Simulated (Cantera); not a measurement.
**N2O furnace oxynitridation**

An isothermal, constant-pressure homogeneous reactor starts with 20.0 % N2O, 0.168 % H2, 79.9 % N2, at 1425 K and 0.0190 bar.

Model: GRI-Mech 3.0 (53 species, 325 reactions), integrated in Cantera. GRI-Mech 3.0 was tuned for natural gas; its chemistry of N2O as a main component is partial and can be far from experiment. Radical loss at walls, strong at low pressure, is not modelled. The temperature is held fixed by assumption; the heat of reaction is taken as removed at once.

| t (s) | x N2O | x H2 | x NO | x H2O2 | x N2 |
|---|---|---|---|---|---|
| 4.00e-6 | 0.200 | 0.00168 | 1.76e-10 | <1e-12 | 0.799 |
| 1.37e-5 | 0.200 | 0.00168 | 2.04e-9 | <1e-12 | 0.799 |
| 4.66e-5 | 0.200 | 0.00168 | 2.34e-8 | <1e-12 | 0.799 |
| 0.000159 | 0.200 | 0.00168 | 2.61e-7 | <1e-12 | 0.799 |
| 0.000543 | 0.200 | 0.00167 | 2.56e-6 | 2.59e-12 | 0.799 |
| 0.00185 | 0.200 | 0.00165 | 1.85e-5 | 2.28e-10 | 0.799 |
| 0.00632 | 0.199 | 0.00142 | 9.04e-5 | 7.70e-9 | 0.799 |
| 0.0216 | 0.197 | 0.000612 | 0.000343 | 1.04e-8 | 0.801 |
| 0.0737 | 0.191 | 7.49e-5 | 0.00115 | 2.72e-9 | 0.803 |
| 0.251 | 0.176 | 7.54e-7 | 0.00381 | 4.17e-10 | 0.810 |
| 0.858 | 0.134 | 1.50e-7 | 0.0113 | 1.28e-10 | 0.830 |
| 2.93 | 0.0536 | 2.00e-7 | 0.0251 | 7.69e-11 | 0.867 |
| 10.0 | 0.00298 | 2.17e-7 | 0.0335 | 5.42e-11 | 0.890 |
x: mole fraction; the columns are a selection and need not sum to one.

Equilibrium at this temperature and pressure: N2O 5.46e-9, H2 2.44e-8, NO 0.000587, H2O2 8.27e-12, N2 0.908 (gas phase only).
